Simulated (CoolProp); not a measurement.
Octamethylcyclotetrasiloxane (D4) along the isobar 5.09 MPa: fugacity coefficient from the reference equation and from simpler models built on Tc = 586.5 K, pc = 1.347 MPa, ω = 0.598; each cubic takes its own stable root.

Model: reference Helmholtz-energy equation of state, Thol 2015, in CoolProp.

```json
[
 {"T (K)": "319.3", "phase": "liquid", "reference": "0.0002053"},
 {"T (K)": "340.8", "phase": "liquid", "reference": "0.0006839"},
 {"T (K)": "362.3", "phase": "liquid", "reference": "0.001887"},
 {"T (K)": "383.7", "phase": "liquid", "reference": "0.004453"},
 {"T (K)": "405.2", "phase": "liquid", "reference": "0.009307"},
 {"T (K)": "426.7", "phase": "liquid", "reference": "0.01753"},
 {"T (K)": "448.2", "phase": "liquid", "reference": "0.03029"},
 {"T (K)": "469.7", "phase": "liquid", "reference": "0.04862"},
 {"T (K)": "491.1", "phase": "liquid", "reference": "0.07322"},
 {"T (K)": "512.6", "phase": "liquid", "reference": "0.1048"},
 {"T (K)": "534.1", "phase": "liquid", "reference": "0.1431"},
 {"T (K)": "555.6", "phase": "liquid", "reference": "0.1879"},
 {"T (K)": "577", "phase": "liquid", "reference": "0.2380"},
 {"T (K)": "598.5", "phase": "supercritical", "reference": "0.2926"},
 {"T (K)": "620", "phase": "supercritical", "reference": "0.3500"}
]
```

**Question.** How far does each simpler model (Redlich-Kwong, Peng-Robinson) lie from the reference over these 15 states: mean and median of the absolute difference, and the worst?

**Answer.** 
- Redlich-Kwong: mean 309.5 %, median 100.6 %, worst +1688.6 % at 319.3 K and 5.09 MPa
- Peng-Robinson: mean 3.6 %, median 0.9 %, worst +22.6 % at 319.3 K and 5.09 MPa
